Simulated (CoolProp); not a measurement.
Vapour-liquid equilibrium of isobutene (1) + acetone (2) at 828 kPa; x and y are mole fractions of (1).

Values from CoolProp's multi-fluid Helmholtz-energy mixture model, Lemmon 2005 and Lemmon 2006; pair parameters Bell 2016.

```tsv
x	bubble temperature, mixture model (°C)	bubble temperature, Raoult's law (°C)	y, mixture model	y, Raoult's law
0.05	123.4	127.4	0.217	0.181
0.125	109.5	118.2	0.451	0.386
0.2	98.7	110.3	0.599	0.535
0.275	?	103.2	0.691	0.646
0.35	84.7	97.0	0.752	0.730
0.425	80.2	91.4	0.794	0.794
0.5	?	86.4	0.825	0.844
0.575	74.1	81.8	0.850	0.883
0.65	71.7	77.7	0.873	0.915
0.725	?	73.9	0.895	0.940
0.8	67.6	70.5	0.918	0.961
0.875	65.6	67.3	?	0.978
0.95	63.7	64.3	0.975	0.992
```

**Question.** Fill in the missing entries.

**Answer.** 
- 0.275, bubble temperature, mixture model (°C): 90.6
- 0.5, bubble temperature, mixture model (°C): 76.8
- 0.725, bubble temperature, mixture model (°C): 69.6
- 0.875, y, mixture model: 0.944

The largest gap from Raoult's law is -12.6 K in bubble temperature, at x = 0.275. No azeotrope shows between x = 0.05 and 0.95.

Pair parameters are fitted to limited data, so mixtures are less certain than the pure fluids.
